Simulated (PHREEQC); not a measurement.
A solution holds 0.19 mol H2SO4 and 0.012 mol KH2PO4 per kg of water, at 25 °C. It is in equilibrium with CO2 at log p = -2 (atm). Otherwise closed; pH follows from the charge balance.

All values are PHREEQC results (ion-association model, phreeqc.dat), not measurements.

Problem. The ionic strength comes out as 0.246 mol/kgw. What activity coefficients do HSO4-, SO4-2, K+, H+, H2PO4- get?

Solution. HSO4- 0.74, SO4-2 0.27, K+ 0.70, H+ 0.79, H2PO4- 0.73.

No solid was allowed to form.
